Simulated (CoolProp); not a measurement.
The fluid at 390.05 K and 3.83 MPa flows at 6 m/s in a round tube of 20 mm bore and 1.5 µm roughness, fully developed (64/Re and Nu = 3.66 if laminar; Colebrook and Gnielinski if turbulent). The same conditions are run with several fluids, on thermodynamics alone (safety and materials aside).

Values from CoolProp's reference Helmholtz-energy equation of state of each fluid (ammonia: Gao 2020; R152A: Outcalt 1996; oxygen: Schmidt 1985; R22: Kamei 1995; propane: Lemmon 2009).

Task: Rank ammonia, R152A, oxygen, R22, propane by Reynolds number, highest first.

Result: R152A (918000), R22 (872000), propane (724000), ammonia (213000), oxygen (174000)

```csv
fluid,Darcy friction factor,pressure drop (Pa/m),heat-transfer coefficient (W/(m² K)),mass flow (kg/h)
ammonia,0.0161,347,918,163
R152A,0.0132,1550,2890,885
oxygen,0.0166,566,510,257
R22,0.0132,1650,1510,940
propane,0.0135,939,2300,524
```

Above 300 K oxygen's equation is extrapolated.

Transport values come from each fluid's own correlations; those of R152A, R22 are estimates that may be off by 10 % or more.
